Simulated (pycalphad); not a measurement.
All values are pycalphad results on the COST 507 light-alloy database (1999) (1 atm), not direct measurements. These are 1990s assessments: newer ones move some temperatures and phases. The system is extrapolated from its subsystems; higher-order compounds may be missing. Phase fractions are per mole of atoms.

Question: Give the equilibrium state of Al-8.91Fe-3.16Si-1.62Mn (at.%) at 677 °C.

Answer: liquid, fraction 0.609, with 1.3 Fe, 5.2 Si, 0.78 Mn at.%; AL13FE4, fraction 0.391, with 20.8 Fe, <0.01 Si, 2.9 Mn at.%.

Question: Give the equilibrium state of Al-8.91Fe-3.16Si-1.62Mn (at.%) at 452 °C.

Answer: 
```
T = 725.00 K, P = 101325 Pa, N = 1 mol of atoms
G = -37293 J/mol, H = -1676 J/mol, S = 49.13 J/(mol K)  (SER reference)
chemical potentials (J/mol): Al -26168, Fe -133039, Si -25783, Mn -125848
phase             fraction      x(Al)      x(Fe)      x(Si)      x(Mn)
FCC_A1              0.3814     0.9985   1.13e-05     0.0014   0.000101
ALFESI_ALPHA        0.3581     0.7232     0.1900     0.0868       none
AL6MN               0.2606     0.8571     0.0808       none     0.0620
```

Database names, with the compositions (at.%) that they take in these runs: AL13FE4: Al 76 Fe 21-24 Mn 0-3; ALFESI_ALPHA: Al 71-73 Fe 19 Si 8-10; AL6MN: Al 86 Fe 8 Mn 5. FCC_A1 is fcc. An entry "none" or "no" means that the model of the phase leaves that element out.
